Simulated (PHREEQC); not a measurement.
Consider water at 25 °C and 50 atm with 5.3 mol NaCl, 0.019 mol K2SO4 and 1.4 mol MgCl2 per kg of water. Closed to the air; pH follows from the charge balance.

Model: Pitzer model, pitzer.dat, run in PHREEQC.

```
quantity                 before    after
----------------------  -------  -------
HSO4- (mol/kgw)         3.95e-7  1.29e-8
SI of Sylvite (KCl)       -1.49    -1.94
SI of Arcanite (K2SO4)    -5.09    -4.99
```

### Question
What was changed between the two runs?
(A) NaCl left out
(B) K2SO4 from 0.019 to 0.0038 mol/kgw
(C) MgCl2 left out
(D) K2SO4 from 0.019 to 0.19 mol/kgw
(E) diluted 5-fold with water

### Answer
C, MgCl2 left out

This is a speciation only: nothing precipitates in the calculation. Some of these states are supersaturated (in Halite, for instance). Under pressure, the constants of complexes without a molar volume in the database are unreliable.
